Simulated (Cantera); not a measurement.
Input: 1 mol SiHCl3, 12 mol H2, equilibrated at 1225 K and 133 Pa.

Method: chemical equilibrium by Gibbs-energy minimisation in Cantera with the NASA 1993 tables (ideal gas, pure condensed phases). Candidate condensed phases: Si; 19 gas species. The tables' values for SiCl3 are old estimates; treat these amounts as uncertain. Kinetics and transport are ignored.

Base state: H2 0.840, HCl 0.114, SiCl2 0.0378, SiCl3 0.00381, SiCl4 0.00303, SiHCl3 0.000697, SiH2Cl2 2.14e-5 (mole fractions); condensed: Si(s).

Task: What changes in the equilibrium state with this change: H2 from 12 to 240 mol?

Result: 
```json
[
 {"species": "H2", "before": "0.840", "after": "0.988"},
 {"species": "HCl", "before": "0.114", "after": "0.0117"},
 {"species": "SiCl2", "before": "0.0378", "after": "0.000338"},
 {"species": "SiCl4", "before": "0.00303", "after": "2.43e-7"},
 {"species": "SiCl3", "before": "0.00381", "after": "3.22e-6"},
 {"species": "SiHCl3", "before": "0.000697", "after": "6.39e-7"},
 {"species": "SiH2Cl2", "before": "2.14e-5", "after": "2.25e-7"},
 {"species": "Si(s), mol", "before": "0.368", "after": "0.917"}
]
```

Task: What changes in the equilibrium state with this change: temperature from 1225 K to 898 K?

Result: 
| species | before | after |
|---|---|---|
| H2 | 0.840 | 0.927 |
| SiCl4 | 0.00303 | 0.0461 |
| HCl | 0.114 | 0.0191 |
| SiCl2 | 0.0378 | 0.000533 |
| SiHCl3 | 0.000697 | 0.00622 |
| SiCl3 | 0.00381 | 0.000713 |
| SiH2Cl2 | 2.14e-5 | 7.94e-5 |
| Si(s), mol | 0.368 | 0.286 |
